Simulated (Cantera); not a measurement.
A Cantera script and what it prints.

```python
import numpy as np
import cantera as ct

gas_names = [...]  # 110 gases of nasa_gas.yaml made of C, H, O
cond_names = """
    C(gr) C6H6(L) C7H8(L) C8H18(L),n-octa H2O(s) H2O(L)
""".split()


# ... load() reads the species with a 1 bar reference pressure and builds the phases ...
atoms = {
    'toluene': {'C': 7, 'H': 8},
    'CO2': {'C': 1, 'O': 2},
    'H2': {'H': 2},
}
top_T = {'C(gr)': 4500}  # K; cautious upper limits of use, not melting points


# ... equilibrate(T, P, feed) seeds the gas with the atoms and calls Mixture.equilibrate('TP', solver="vcs", rtol=1e-11, max_steps=5000) ...
results = []
feed = {'toluene': 1, 'CO2': 0.16, 'H2': 0.55}  # mol
T = 523.15  # K
P = 13332.2  # Pa
mix = equilibrate(T, P, feed)
results.append((T, P, feed, dict(zip(mix.species_names, mix.species_moles))))
x = sorted(zip(gas.X, gas.species_names), reverse=True)
print(f"T = {T:g} K  P = {P:g} Pa  gas = {mix.phase_moles(0):.4g} mol")
print("   x: " + "  ".join(f"{s} {v:.3e}" for v, s in x if v > 1e-05))
print("   condensed (mol): " + ("  ".join(f"{mix.phase(i).name} {mix.phase_moles(i):.4g}"
      for i in range(1, mix.n_phases) if mix.phase_moles(i) > 1e-12) or "none"))
```

Output:

```
T = 523.15 K  P = 13332.2 Pa  gas = 2.53 mol
   x: CH4 7.999e-01  H2O 1.231e-01  H2 7.534e-02  CO2 1.689e-03  CO 1.151e-05
   condensed (mol): C(gr) 5.132
```

These are equilibrium values from Cantera (NASA tables, ideal gas, pure condensed phases), not measurements of a reactor.
